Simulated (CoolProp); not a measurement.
Vapour-liquid equilibrium of propylene (1) + R115 (2) at 0.163 MPa; x and y are mole fractions of (1).

The numbers come from the multi-fluid Helmholtz-energy mixture model, Lemmon 2013 and Lemmon 2016; pair parameters Bell 2016 in CoolProp.

| x | bubble temperature, mixture model (K) | bubble temperature, Raoult's law (K) | y, mixture model | y, Raoult's law |
|---|---|---|---|---|
| 0.05 | 243.0 | 244.7 | 0.124 | 0.069 |
| 0.125 | 240.3 | 243.9 | 0.268 | 0.167 |
| 0.2 | 238.3 | 243.2 | 0.376 | 0.260 |
| 0.275 | 236.8 | 242.5 | 0.456 | 0.349 |
| 0.35 | 235.7 | 241.8 | 0.518 | 0.432 |
| 0.425 | 234.9 | 241.2 | 0.567 | 0.511 |
| 0.5 | 234.3 | 240.5 | 0.608 | 0.586 |
| 0.575 | 234.0 | 239.9 | 0.644 | 0.658 |
| 0.65 | 233.8 | 239.3 | 0.678 | 0.725 |
| 0.725 | 233.8 | 238.7 | 0.716 | 0.790 |
| 0.8 | 233.9 | 238.1 | 0.761 | 0.851 |
| 0.875 | 234.4 | 237.5 | 0.821 | 0.909 |
| 0.95 | 235.4 | 236.9 | 0.910 | 0.965 |

The largest gap from Raoult's law is -6.3 K in bubble temperature, at x = 0.425. y crosses x between x = 0.65 and 0.725: the model has an azeotrope there.

The pair parameters rest on a limited set of measurements; away from them the model extrapolates.
